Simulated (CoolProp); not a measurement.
Saturated liquid density (kg/m³) of tetrahydrofuran: the reference equation beside estimates from Tc = 267.0 °C, pc = 5.304 MPa, ω = 0.234. Rackett uses Z = 0.29056 − 0.08775 ω.

Computed with CoolProp (reference Helmholtz-energy equation of state, Fiedler 2023).

```json
[
 {"T (°C)": "-7.45", "reference": "917.1", "Rackett": "927.7", "Redlich-Kwong": "833.1", "Soave-Redlich-Kwong": "847.6", "Peng-Robinson": "953.3"},
 {"T (°C)": "21.25", "reference": "886.1", "Rackett": "897.1", "Redlich-Kwong": "804.9", "Soave-Redlich-Kwong": "822.7", "Peng-Robinson": "926.9"},
 {"T (°C)": "50.05", "reference": "854.0", "Rackett": "864.9", "Redlich-Kwong": "773.8", "Soave-Redlich-Kwong": "794.7", "Peng-Robinson": "896.9"},
 {"T (°C)": "78.75", "reference": "820.7", "Rackett": "830.9", "Redlich-Kwong": "739.4", "Soave-Redlich-Kwong": "763.1", "Peng-Robinson": "862.8"},
 {"T (°C)": "107.55", "reference": "785.5", "Rackett": "794.5", "Redlich-Kwong": "701.1", "Soave-Redlich-Kwong": "727.1", "Peng-Robinson": "823.5"},
 {"T (°C)": "136.25", "reference": "747.8", "Rackett": "755.0", "Redlich-Kwong": "658.3", "Soave-Redlich-Kwong": "685.7", "Peng-Robinson": "777.7"},
 {"T (°C)": "165.05", "reference": "706.3", "Rackett": "711.2", "Redlich-Kwong": "609.3", "Soave-Redlich-Kwong": "637.2", "Peng-Robinson": "723.2"},
 {"T (°C)": "193.75", "reference": "658.8", "Rackett": "660.9", "Redlich-Kwong": "552.5", "Soave-Redlich-Kwong": "579.0", "Peng-Robinson": "656.9"},
 {"T (°C)": "222.55", "reference": "599.7", "Rackett": "599.0", "Redlich-Kwong": "482.8", "Soave-Redlich-Kwong": "505.5", "Peng-Robinson": "571.6"}
]
```

Absolute difference from the reference over all 9 rows, mean and median: Rackett 0.9 and 1.1 %, Redlich-Kwong 12.2 and 10.7 %, Soave-Redlich-Kwong 9.1 and 7.6 %, Peng-Robinson 3.9 and 4.6 %.
